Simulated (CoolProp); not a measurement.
Vapour-liquid equilibrium of R152A (1) + isobutane (2) at 41.25 °C; x and y are mole fractions of (1).

Computed with CoolProp (multi-fluid Helmholtz-energy mixture model, Outcalt 1996 and Bücker 2006; pair parameters Bell 2016).

Question: Give the bubble pressure and the first vapour's composition at x = 0.125, 0.35, 0.875. Is there an azeotrope?

Answer: x = 0.125: 729.0 kPa, y = 0.300; x = 0.35: 918.9 kPa, y = 0.529; x = 0.875: 1010 kPa, y = 0.842. y crosses x between x = 0.725 and 0.8: the model has an azeotrope there.

The pair parameters rest on a limited set of measurements; away from them the model extrapolates.
